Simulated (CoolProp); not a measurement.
Computed with CoolProp (reference Helmholtz-energy equation of state, Akasaka 2023).

Problem. For R1336mzz(E), give the phase and the density (kg/m³), Joule-Thomson coefficient (K/MPa), isothermal compressibility (1/MPa), fugacity coefficient at 44.05 °C and 1.8 MPa; 60.85 °C and 1.8 MPa.

Solution. 
- 44.05 °C and 1.8 MPa: liquid; density 1270, Joule-Thomson coefficient -0.105, isothermal compressibility 0.00458, fugacity coefficient 0.192
- 60.85 °C and 1.8 MPa: liquid; density 1210, Joule-Thomson coefficient 0.0323, isothermal compressibility 0.00685, fugacity coefficient 0.294
